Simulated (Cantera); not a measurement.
An isothermal, constant-pressure homogeneous reactor starts with NH3 : H2 = 1 : 2.5 (molar parts), at 1850 K and 1.78 atm. Integrator tolerance rtol = 1e-08.

Detailed kinetics in Cantera: the gas-phase N/H chemistry of the illustrative SiF4/NH3 mechanism in the Surface Chemkin manual (1991). Walls and surfaces, which speed up NH3 decomposition in real reactors, are not modelled.

Q: What does this change do: temperature 1850 to 1375 K?

A: 
| quantity | before | after |
|---|---|---|
| x(NH3) at 10.0 s | 0.00208 (gas-phase equilibrium 1.32e-5) | 0.285 (gas-phase equilibrium 4.62e-5) |
| x(H2) at 10.0 s | 0.887 (gas-phase equilibrium 0.889) | 0.715 (gas-phase equilibrium 0.889) |
| x(NH) at 10.0 s | 4.55e-8 (gas-phase equilibrium 2.88e-10) | 7.05e-10 (gas-phase equilibrium <1e-12) |
| x(H) at 10.0 s | 0.000380 (gas-phase equilibrium 0.000381) | 2.14e-6 (gas-phase equilibrium 2.42e-6) |
| x(N2H2) at 10.0 s | 6.29e-11 (gas-phase equilibrium <1e-12) | 1.50e-9 (gas-phase equilibrium <1e-12) |
| x(NH2) at 10.0 s | 2.44e-6 (gas-phase equilibrium 1.55e-8) | 1.68e-6 (gas-phase equilibrium 2.48e-10) |
| x(N2) at 10.0 s | 0.110 (gas-phase equilibrium 0.111) | 0.000249 (gas-phase equilibrium 0.111) |
